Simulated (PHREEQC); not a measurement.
Consider water at 60 °C with 0.073 mmol/kgw Na2SiF6 and 0.32 mmol/kgw (NH4)2CO3. Closed to the air; pH follows from the charge balance.

Computed with PHREEQC (ion-association model, wateq4f.dat).

```json
{
 "pH": "7.27",
 "ionic_strength": "0.000732 mol/kgw",
 "total_alkalinity": "0.348 meq/kg"
}
```

```tsv
species	molality	activity	log γ
NH4+	0.000585	0.000566	-0.014
F-	0.000438	0.000424	-0.014
HCO3-	0.000290	0.000281	-0.014
Na+	0.000146	0.000141	-0.014
H4SiO4	7.24e-5	7.25e-5	0.000
NH3	5.46e-5	5.46e-5	0.000
CO2	2.93e-5	2.93e-5	0.000
```

No solid was allowed to form. At this temperature some constants are extrapolated from 25 °C, and those without enthalpy data are left unchanged. SiF6-2 is the database's only silicon fluoride.
